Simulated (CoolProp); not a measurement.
Model: reference Helmholtz-energy equation of state, Thol 2018, in CoolProp.

**Question.** Give the vapour pressure (MPa), liquid density (kg/m³), vapour density (kg/m³), liquid cp (kJ/(kg K)) of saturated hydrogen chloride at 244.3, 267, 289.6 K.

**Answer.** 
```json
[
 {"T (K)": "244.3", "p (MPa)": "1.12", "liquid density (kg/m³)": "1030", "vapour density (kg/m³)": "23.5", "liquid cp (kJ/(kg K))": "1.79"},
 {"T (K)": "267", "p (MPa)": "2.20", "liquid density (kg/m³)": "952", "vapour density (kg/m³)": "46.7", "liquid cp (kJ/(kg K))": "1.96"},
 {"T (K)": "289.6", "p (MPa)": "3.89", "liquid density (kg/m³)": "855", "vapour density (kg/m³)": "89.0", "liquid cp (kJ/(kg K))": "2.36"}
]
```
